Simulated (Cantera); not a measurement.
A Cantera script and its output.

```python
import numpy as np
import cantera as ct

gas = ct.Solution("gri30.yaml")
gas.TPX = 575, 100000, {'C3H8': 1, 'O2': 4.55, 'N2': 19.5}
flame = ct.FreeFlame(gas, width=0.04)
flame.set_refine_criteria(ratio=3, slope=0.08, curve=0.16)
flame.transport_model = "mixture-averaged"
flame.solve(loglevel=0, auto=True)
z, T = flame.grid, flame.T
thick = (T[-1] - T[0]) / np.gradient(T, z).max()
show = ['C3H8', 'O2', 'CH3', 'NO', 'O', 'C2H4']
print(f"laminar burning velocity  {flame.velocity[0] * 100:.3f} cm/s")
print(f"burnt temperature         {T[-1]:.1f} K")
print(f"thermal thickness         {thick * 1e3:.4f} mm")
print(f"grid points               {len(z)}")
z0 = z[flame.heat_release_rate.argmax()]
print(f"{'z/mm':>9s}{'T/K':>9s}{'u/(m/s)':>9s}" + "".join(f"{s:>11s}" for s in show))
rows = []
for k in (-3, -2, -1.5, -1, -0.5, -0.25, 0, 0.25, 0.5, 1, 2, 4, 8):
    zz = z0 + k * thick
    rows.append([k * thick, np.interp(zz, z, T), np.interp(zz, z, flame.velocity),
                 *(np.interp(zz, z, flame.X[gas.species_index(s)]) for s in show)])
    print(f"{rows[-1][0] * 1e3:9.3f}{rows[-1][1]:9.1f}{rows[-1][2]:9.3f}" + "".join(f"{x:11.3e}" for x in rows[-1][3:]))
```

It prints:

```
laminar burning velocity  125.911 cm/s
burnt temperature         2315.0 K
thermal thickness         0.2990 mm
grid points               147
     z/mm      T/K  u/(m/s)       C3H8         O2        CH3         NO          O       C2H4
   -0.897    575.1    1.260  3.989e-02  1.814e-01  5.160e-09  1.970e-10  2.347e-16  2.499e-07
   -0.598    576.1    1.265  3.981e-02  1.810e-01  7.174e-08  3.190e-09  3.468e-13  5.687e-06
   -0.449    581.2    1.280  3.970e-02  1.801e-01  4.189e-07  1.916e-08  3.193e-11  4.351e-05
   -0.299    617.7    1.370  3.919e-02  1.759e-01  5.211e-06  1.490e-07  5.414e-09  4.210e-04
   -0.150    917.5    2.089  3.053e-02  1.467e-01  4.049e-04  1.707e-06  2.351e-06  5.340e-03
   -0.075   1301.2    3.056  1.201e-02  1.069e-01  2.173e-03  4.465e-06  6.814e-05  1.082e-02
    0.000   1690.0    4.063  4.918e-04  6.107e-02  1.886e-03  9.875e-06  7.597e-04  4.975e-03
    0.075   1873.1    4.518  7.494e-07  3.312e-02  2.751e-04  1.802e-05  2.607e-03  3.555e-04
    0.150   1925.4    4.631  1.503e-10  2.158e-02  2.001e-05  2.458e-05  3.961e-03  9.228e-06
    0.299   1969.8    4.708  4.778e-17  1.494e-02  7.871e-08  3.080e-05  4.254e-03  5.497e-09
    0.598   2023.5    4.811  1.578e-23  1.197e-02  3.390e-11  3.682e-05  3.651e-03  4.026e-13
    1.196   2088.7    4.944  5.119e-33  9.767e-03  9.481e-15  4.571e-05  2.739e-03  1.519e-19
    2.392   2159.9    5.089  3.844e-42  7.354e-03  4.947e-15  5.989e-05  1.781e-03  4.299e-24
```

Model: GRI-Mech 3.0 (53 species, 325 reactions), integrated in Cantera. GRI-Mech 3.0 was tuned for natural gas; its chemistry of propane as a main component is partial and can be far from experiment. Burning velocities carry a grid error of a few per cent, more on coarse grids.
